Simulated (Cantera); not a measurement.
## Fluorocarbon and chlorocarbon gases: CH₃Cl + Si + H₂

Charge: 1 mol CH₃Cl, 0.034 mol Si, 0.084 mol H₂, at 0.600 Torr.

These are equilibrium values from Cantera (NASA tables, ideal gas, pure condensed phases), not measurements of a reactor. Candidate condensed phases: C, C₆H₆, C₇H₈, C₈H₁₈, Si, SiC; 109 gas species. The tables' values for SiCl₃ are old estimates; treat these amounts as uncertain. The numbers say what is thermodynamically allowed, not how fast it happens.

```csv
T (K),x H₂,x HCl,x SiCl₄,x CH₄,x SiCl₂,x SiCl₃,x SiHCl₃,x H,n C(graphite),n SiC(s)
625,0.545,0.426,0.0168,0.0115,<1e-12,3.73e-10,1.04e-6,<1e-12,0.977,0
700,0.559,0.422,0.0166,0.00213,4.25e-12,1.46e-8,4.49e-6,<1e-12,0.996,0
775,0.561,0.422,0.0166,0.000515,6.58e-10,2.77e-7,1.43e-5,2.63e-11,0.999,0
850,0.562,0.422,0.0165,0.000157,4.09e-8,3.09e-6,3.66e-5,5.43e-10,1.000,0
925,0.562,0.422,0.0165,5.73e-5,1.28e-6,2.31e-5,7.98e-5,6.90e-9,1.000,0
1000,0.562,0.422,0.0163,2.41e-5,2.34e-5,0.000125,0.000153,6.01e-8,1.000,0
1075,0.561,0.423,0.0155,1.13e-5,0.000271,0.000515,0.000256,3.89e-7,1.000,0
1150,0.542,0.448,0.00764,5.50e-6,0.001000,0.000836,0.000188,1.94e-6,0.986,0.0140
1225,0.530,0.465,0.00247,2.95e-6,0.00195,0.000779,8.77e-5,8.02e-6,0.977,0.0230
1300,0.527,0.468,0.000801,1.75e-6,0.00329,0.000666,4.10e-5,2.84e-5,0.976,0.0240
1375,0.527,0.467,0.000280,1.11e-6,0.00510,0.000558,2.02e-5,8.79e-5,0.978,0.0216
```
x: gas mole fraction; n: condensed amount in mol.

From 625 K to 1075 K the condensed part is C(graphite). From 1150 K to 1375 K the condensed part is C(graphite) + SiC(s). The main Si-bearing gas is SiCl₄ at 625 K and SiCl₂ at 1375 K.
